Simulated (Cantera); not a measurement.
Feed: 1 mol SiHCl3, a varied amount of NH3, at 1148.15 K and 10.0 mbar.

Equilibrium computed with Cantera from the NASA thermochemical tables; the gas is ideal and each condensed phase is pure. Candidate condensed phases: NH4Cl, Si, Si3N4; 28 gas species. Kinetics and transport are ignored.

At 16 mol NH3, list the 4 most abundant gas species with their mole fractions, and the condensed phases.

H2 0.690, N2 0.220, HCl 0.0899, SiCl4 1.47e-5. Condensed: Si3N4(s).
